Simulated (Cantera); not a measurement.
A closed system holds: 1 mol Si3H8, 0.13 mol Cl2, 15 mol H2, at 14000 Pa.

These are equilibrium values from Cantera (NASA tables, ideal gas, pure condensed phases), not measurements of a reactor. Candidate condensed phases: Si; 19 gas species. The feed counts by its element totals alone. The numbers say what is thermodynamically allowed, not how fast it happens.

Task: At 1550 K, list the 4 most abundant gas species with their mole fractions, and the condensed phases.

Result: H2 0.987, HCl 0.0125, SiCl2 0.000529, H 8.36e-5. Condensed: Si(s).
